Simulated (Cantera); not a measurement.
Cantera with NASA thermochemical tables; ideal gases at 1 bar, condensed phases pure. Values are per mole of reaction as written; species without (g) are pure solids or liquids, kept so even where they would boil at 1 bar.

2 TiO2 → 2 TiO(g) + O2(g)

```
T (K)  ΔH° (kJ)  ΔS° (J/K)  ΔG° (kJ)  log10 K  condensed phases
-----  --------  ---------  --------  -------  ----------------
1475     1955.2      517.0    1192.6   -42.23      TiO2(rutile)
1625     1948.9      513.0    1115.3   -35.85      TiO2(rutile)
1775     1942.6      509.3    1038.7   -30.57      TiO2(rutile)
1925     1936.3      505.8     962.5   -26.12      TiO2(rutile)
2075     1929.9      502.6     886.9   -22.33      TiO2(rutile)
2225     1785.6      435.0     817.8   -19.20           TiO2(l)
2375     1773.0      429.5     753.0   -16.56           TiO2(l)
2525     1760.5      424.4     688.9   -14.25           TiO2(l)
2675          …          …         …        …           TiO2(l)
2825          …          …         …        …           TiO2(l)
```

**Question.** Some entries are withheld; supply them.

**Answer.** 
- 2675, ΔH° (kJ): 1748.1
- 2675, ΔS° (J/K): 419.6
- 2675, ΔG° (kJ): 625.6
- 2675, log10 K: -12.22
- 2825, ΔH° (kJ): 1735.8
- 2825, ΔS° (J/K): 415.1
- 2825, ΔG° (kJ): 563.0
- 2825, log10 K: -10.41
